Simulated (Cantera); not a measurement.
A freely propagating, adiabatic, planar premixed flame of H₂ : O₂ : N₂ = 1 : 0.602 : 2.27 (molar parts), equivalence ratio 0.83, unburnt at 625 K and 1.00 bar; mixture-averaged transport, grid criteria slope 0.08 and curve 0.16, no radiation.

Model: the H2/O2 subset of GRI-Mech 3.0, which has no nitrogen chemistry, integrated in Cantera. Burning velocities carry a grid error of a few per cent, more on coarse grids.

Question: How do the results move with these cheaper or finer settings: unity-Lewis-number transport; multicomponent transport; multicomponent+Soret transport; grid criteria slope 0.5, curve 1; grid criteria slope 0.25, curve 0.5; grid criteria slope 0.03, curve 0.06?

Answer: 
| setting | laminar burning velocity | thermal thickness | peak x(H) | peak x(O) | grid points |
|---|---|---|---|---|---|
| as above | 695 cm/s | 0.468 mm | 0.0459 | 0.0150 | 128 |
| unity-Lewis-number transport | 481 cm/s | 0.346 mm | 0.0529 | 0.0158 | 119 |
| multicomponent transport | 684 cm/s | 0.465 mm | 0.0457 | 0.0149 | 128 |
| multicomponent+Soret transport | 647 cm/s | 0.459 mm | 0.0442 | 0.0147 | 128 |
| grid criteria slope 0.5, curve 1 | 978 cm/s | 0.674 mm | 0.0500 | 0.0153 | 45 |
| grid criteria slope 0.25, curve 0.5 | 748 cm/s | 0.514 mm | 0.0471 | 0.0151 | 64 |
| grid criteria slope 0.03, curve 0.06 | 682 cm/s | 0.458 mm | 0.0456 | 0.0149 | 278 |
Unity Lewis numbers drop preferential diffusion, which matters most where H2 and H carry the flame; Soret adds thermal diffusion.
